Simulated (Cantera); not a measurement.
Cantera run, input and output.

```python
import numpy as np
import cantera as ct

gas = ct.Solution("gri30.yaml")
gas.TPX = 1100, 1000000, {'CO': 0.025, 'O2': 0.015, 'H2O': 0.0081, 'N2': 1}
reactor = ct.IdealGasConstPressureReactor(gas, energy="off", clone=False)
net = ct.ReactorNet([reactor])
net.rtol, net.atol = 1e-08, 1e-18
show = ['CO', 'O2', 'H2O', 'CO2', 'OH']
times = np.geomspace(7e-06, 4, 10)

steps = ct.SolutionArray(gas, extra=["t"])
rows = []
print(f"{'t/s':>10s}{'T/K':>9s}{'P/Pa':>11s}" + "".join(f"{s:>11s}" for s in show))
for t in times:
    while net.time < t:
        t_next = net.step()
        steps.append(gas.state, t=t_next)
    rows.append([np.interp(t, steps.t, y) for y in (steps.T, steps.P, *steps(*show).X.T)])
    print(f"{t:10.3e}{rows[-1][0]:9.1f}{rows[-1][1]:11.4g}" + "".join(f"{x:11.3e}" for x in rows[-1][2:]))
rate = np.gradient(steps.T, steps.t)
print("integrator steps:", len(steps.t))
if steps.T.max() > steps.T[0] + 200:
    print(f"time of steepest temperature rise: {steps.t[rate.argmax()]:.4e} s")
gas.TPX = 1100, 1000000, {'CO': 0.025, 'O2': 0.015, 'H2O': 0.0081, 'N2': 1}
gas.equilibrate("TP")
print(f"equilibrium (TP): T = {gas.T:.1f} K  " + "  ".join(f"{s} {gas[s].X[0]:.3e}" for s in show))
```

It prints:

```
       t/s      T/K       P/Pa         CO         O2        H2O        CO2         OH
 7.000e-06   1100.0      1e+06  2.385e-02  1.431e-02  7.728e-03  2.230e-10  3.423e-12
 3.053e-05   1100.0      1e+06  2.385e-02  1.431e-02  7.728e-03  1.227e-09  1.745e-11
 1.332e-04   1100.0      1e+06  2.385e-02  1.431e-02  7.728e-03  9.444e-09  6.543e-11
 5.809e-04   1100.0      1e+06  2.385e-02  1.431e-02  7.728e-03  1.140e-07  2.940e-10
 2.534e-03   1100.0      1e+06  2.385e-02  1.431e-02  7.728e-03  4.179e-06  4.497e-09
 1.105e-02   1100.0      1e+06  2.323e-02  1.400e-02  7.721e-03  6.280e-04  1.128e-07
 4.820e-02   1100.0      1e+06  1.921e-02  1.201e-02  7.708e-03  4.700e-03  1.239e-07
 2.102e-01   1100.0      1e+06  8.868e-03  6.852e-03  7.749e-03  1.516e-02  1.090e-07
 9.171e-01   1100.0      1e+06  1.073e-03  2.952e-03  7.808e-03  2.305e-02  6.294e-08
 4.000e+00   1100.0      1e+06  4.058e-05  2.434e-03  7.821e-03  2.410e-02  2.293e-08
integrator steps: 1068
equilibrium (TP): T = 1100.0 K  CO 2.091e-10  O2 2.409e-03  H2O 7.822e-03  CO2 2.414e-02  OH 3.511e-08
```

Detailed kinetics in Cantera: GRI-Mech 3.0 (53 species, 325 reactions).
